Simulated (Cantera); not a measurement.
Feed: 1 mol SiH2Cl2, 56 mol H2, equilibrated at 1825 °C and 44.0 mbar.

Equilibrium computed with Cantera from the NASA thermochemical tables; the gas is ideal and each condensed phase is pure. Candidate condensed phases: Si; 19 gas species. The tables' values for SiCl are old estimates; treat these amounts as uncertain. Gases not in the tables: Si2H6 and higher silanes. Rates play no part.

Base state: H2 0.950, HCl 0.0295, H 0.0143, Si 0.00297, SiCl2 0.00196, SiCl 0.000357, SiH 0.000331, Cl 0.000327 (mole fractions); condensed: Si(l).

What changes in the equilibrium state with this change: SiH2Cl2 replaced by SiHCl3?


| species | before | after |
|---|---|---|
| H2 | 0.950 | 0.935 |
| HCl | 0.0295 | 0.0421 |
| H | 0.0143 | 0.0142 |
| SiCl2 | 0.00196 | 0.00406 |
| Cl | 0.000327 | 0.000470 |
| SiCl | 0.000357 | 0.000513 |
| SiH2 | 0.000172 | 0.000169 |
| SiH | 0.000331 | 0.000328 |
| Si(l), mol | 0.654 | 0.523 |
